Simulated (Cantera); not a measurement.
An isothermal, constant-pressure homogeneous reactor starts with 0.906 % CO, 0.473 % O2, 0.167 % H2O, 98.5 % N2, equivalence ratio 0.96, at 1325 K and 2.30 bar.

Model: GRI-Mech 3.0 (53 species, 325 reactions), integrated in Cantera.

One state of this run: x CO = 0.000790; x O2 = 0.000601; x H2O = 0.00161; x CO2 = 0.00831; x N2O = 4.19e-7; x OH = 2.14e-5; x H = 3.30e-5. x: mole fraction; the columns are a selection and need not sum to one.

**Question.** Which value of t (s) does it belong to?
A) 0.00135
B) 0.592
C) 0.0283
D) 0.0154

**Answer.** D, 0.0154
